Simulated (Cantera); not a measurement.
Charge: 1 mol HMDSO, 0.33 mol O3, 11 mol N2, held at 96.0 Pa.

Cantera equilibrium calculation (NASA polynomials, part measured and part estimated; ideal gas, pure solids and liquids). Candidate condensed phases: C, C6H6, C7H8, C8H18, H2O, Si, SiC, SiO2, Si2N2O, Si3N4; 151 gas species. The feed counts by its element totals alone. N2 is the only nitrogen source here; it is nearly inert below about 1500 K, so the nitride shown seldom forms there in practice. Kinetics and transport are ignored.

x: gas mole fraction; n: condensed amount in mol.

| T (K) | x N2 | x H2 | x CO | x H | x HCN | x SiO | n C(graphite) | n Si2N2O(s) | n SiC(s) |
|---|---|---|---|---|---|---|---|---|---|
| 1350 | 0.500 | 0.450 | 0.0495 | 5.16e-5 | 0.000155 | 2.69e-5 | 5.01 | 1.000 | 0 |
| 1425 | 0.500 | 0.409 | 0.0904 | 0.000141 | 0.000274 | 0.000127 | 2.01 | 0 | 2.00 |
| 1500 | 0.500 | 0.409 | 0.0903 | 0.000363 | 0.000478 | 0.000177 | 2.01 | 0 | 2.00 |
| 1575 | 0.500 | 0.408 | 0.0902 | 0.000857 | 0.000790 | 0.000238 | 2.00 | 0 | 1.99 |
| 1650 | 0.499 | 0.407 | 0.0901 | ? | ? | ? | 1.99 | 0 | 1.99 |
| 1725 | 0.498 | 0.406 | 0.0899 | ? | ? | ? | 1.98 | 0 | 1.99 |
| 1800 | 0.497 | 0.403 | 0.0897 | 0.00733 | 0.00275 | 0.000498 | 1.97 | 0 | 1.99 |

**Question.** Complete the blanks.

**Answer.** 
- 1650, x H: 0.00187
- 1650, x HCN: 0.00125
- 1650, x SiO: 0.000312
- 1725, x H: 0.00382
- 1725, x HCN: 0.00188
- 1725, x SiO: 0.000399
